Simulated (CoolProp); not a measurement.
Vapour-liquid equilibrium of propylene (1) + n-hexane (2) at 0.173 MPa; x and y are mole fractions of (1).

Values from CoolProp's multi-fluid Helmholtz-energy mixture model, Lemmon 2013 and Thol 2019; pair parameters Bell 2016.

```csv
x,bubble temperature (K),y at the bubble point,dew temperature at overall composition x (K),liquid density (mol/L)
0.05,323.9,0.679,358.1,(withheld)
0.2,281.2,0.951,352.0,8.507
0.35,266.7,0.980,345.0,9.342
0.5,257.6,0.990,336.7,(withheld)
0.65,250.3,0.996,326.3,11.24
0.8,244.3,0.998,311.5,12.37
0.95,(withheld),(withheld),281.7,13.66
```

Task: Some entries are withheld; supply them.

Result: 
- 0.05, liquid density (mol/L): 7.472
- 0.5, liquid density (mol/L): 10.23
- 0.95, bubble temperature (K): 239.4
- 0.95, y at the bubble point: 1.000

No azeotrope shows between x = 0.05 and 0.95.

Pair parameters are fitted to limited data, so mixtures are less certain than the pure fluids. The gap from Raoult's law changes sign with composition, which may be real or a fault of the pair parameters; it wasn't checked against measurements.
